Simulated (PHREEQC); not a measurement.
Solution (20 °C): 0.023 mol CuCl2 and 0.16 mol HNO3 per kg of water. Closed to the air; pH follows from the charge balance.

Computed with PHREEQC (ion-association model, phreeqc.dat).

| quantity | before | after |
|---|---|---|
| pH | 0.90 | 1.56 |
| CuCl+ (mol/kgw) | 0.000672 | 4.33e-5 |
| CuCl2 (mol/kgw) | 7.38e-6 | 1.35e-7 |
| CuOH+ (mol/kgw) | 7.81e-10 | 9.98e-10 |

Task: Name the change that produced these shifts.
A. HNO3 from 0.16 to 0.08 mol/kgw
B. diluted 5-fold with water
C. CuCl2 from 0.023 to 0.0115 mol/kgw
D. temperature from 20 to 85 °C
E. diluted 100-fold with water

Result: B, diluted 5-fold with water

No solid was allowed to form.
